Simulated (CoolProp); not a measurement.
Computed with CoolProp (reference Helmholtz-energy equation of state, Akasaka 2023).

Task: Give the vapour pressure (MPa), liquid density (kg/m³), vapour density (kg/m³), enthalpy of vaporisation (kJ/kg) of saturated R1336mzz(E) at 319 K.

Result: 
```
T (K)  p (MPa)  liquid density (kg/m³)  vapour density (kg/m³)  enthalpy of vaporisation (kJ/kg)
-----  -------  ----------------------  ----------------------  --------------------------------
319      0.381                    1260                    26.9                               132
```
